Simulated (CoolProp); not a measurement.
Vapour pressure (kPa) of oxygen: the reference equation beside estimates from Tc = 154.6 K, pc = 5046 kPa, ω = 0.022. Clausius-Clapeyron is anchored at 102.4 K with a constant enthalpy of vaporisation of 6.392 kJ/mol.

Computed with CoolProp (reference Helmholtz-energy equation of state, Schmidt 1985).

```
T (K)  reference  Clausius-Clapeyron  Redlich-Kwong
-----  ---------  ------------------  -------------
89.1       90.30               100.8          66.84
95.8       175.6               184.3          143.8
102.4      309.2               309.2          271.8
109.1      510.4               490.3          472.3
115.8      794.4               737.0          762.1
122.4       1172                1054           1152
129.1       1672                1460           1671
135.8       2309                1959           2329
142.4       3092                2547           3129
```

Absolute difference from the reference over all 9 rows, mean and median: Clausius-Clapeyron 9.3 and 10.1 %, Redlich-Kwong 7.9 and 4.1 %.
